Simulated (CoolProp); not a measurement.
Vapour-liquid equilibrium of R143a (1) + isobutane (2) at 313.3 K; x and y are mole fractions of (1).

The numbers come from the multi-fluid Helmholtz-energy mixture model, Lemmon and Jacobsen 2000 and Bücker 2006; pair parameters Bell 2016 in CoolProp.

| x | bubble pressure, mixture model (bar) | bubble pressure, Raoult's law (bar) | y, mixture model | y, Raoult's law |
|---|---|---|---|---|
| 0.05 | ___ | 5.985 | 0.243 | 0.154 |
| 0.15 | ___ | 7.290 | 0.462 | 0.378 |
| 0.25 | 11.59 | 8.595 | 0.568 | 0.535 |
| 0.35 | 13.04 | 9.899 | ___ | 0.650 |
| 0.45 | 14.21 | 11.20 | 0.685 | 0.738 |
| 0.55 | 15.21 | 12.51 | ___ | 0.808 |
| 0.65 | ___ | 13.81 | 0.776 | 0.865 |
| 0.75 | 16.93 | 15.12 | 0.827 | 0.912 |
| 0.85 | 17.64 | 16.42 | 0.886 | 0.951 |
| 0.95 | 18.20 | 17.73 | 0.957 | 0.985 |

Task: What belongs in the gaps?

Result: 
- 0.05, bubble pressure, mixture model (bar): 7.031
- 0.15, bubble pressure, mixture model (bar): 9.674
- 0.35, y, mixture model: 0.634
- 0.55, y, mixture model: 0.730
- 0.65, bubble pressure, mixture model (bar): 16.11

The largest gap from Raoult's law is +34.8 % in bubble pressure, at x = 0.25. No azeotrope shows between x = 0.05 and 0.95.

Pair parameters are fitted to limited data, so mixtures are less certain than the pure fluids.
